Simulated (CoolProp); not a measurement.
Computed with CoolProp (reference Helmholtz-energy equation of state, Lemmon 2003). It is a pseudo-pure fit of the blend.

### Question
For R404A, give the phase and the conductivity (mW/(m K)), Prandtl number at 226.85 °C and 20.7 MPa; 226.85 °C and 29 MPa.

### Answer
- 226.85 °C and 20.7 MPa: supercritical; conductivity 52.2, Prandtl number 1.49
- 226.85 °C and 29 MPa: supercritical; conductivity 59.0, Prandtl number 1.65

Viscosity comes from a separate model (Geller 2000). Thermal conductivity comes from a separate model (Geller 2001).
